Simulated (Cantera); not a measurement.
Charge: 1 mol CCl₄, 0.93 mol H₂, held at 2898 K and 1.30 Pa.

Equilibrium computed with Cantera from the NASA thermochemical tables; the gas is ideal and each condensed phase is pure. Kinetics and transport are ignored.

```csv
species,before,after
Cl,0.592,0.678
H,0.275,0.173
C,0.122,0.136
H₂,7.54e-5,2.97e-5
HCl,0.000237,0.000170
C₃,0.00487,0.00666
C₂H,1.36e-5,1.05e-5
C₂,0.00566,0.00698
```
Gas species are given as mole fractions.

Q: Name the change that produced these shifts.
A) CCl₄ replaced by CH₃Cl
B) H₂ from 0.93 to 0.51 mol
C) temperature from 2898 K to 3273 K
D) temperature from 2898 K to 2448 K

A: B, H₂ from 0.93 to 0.51 mol
